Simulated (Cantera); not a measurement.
A closed system holds: 1 mol CaCO₃, 0.56 mol CO₂, 2.6 mol O₂, at 10.0 mbar.

Equilibrium computed with Cantera from the NASA thermochemical tables; the gas is ideal and each condensed phase is pure. Candidate condensed phases: C, Ca, CaCO₃, CaO; 15 gas species. The numbers say what is thermodynamically allowed, not how fast it happens.

Q: At 2125 K, list the 4 most abundant gas species with their mole fractions, and the condensed phases.

A: O₂ 0.617, CO₂ 0.354, CO 0.0159, O 0.0130. Condensed: CaO(s).
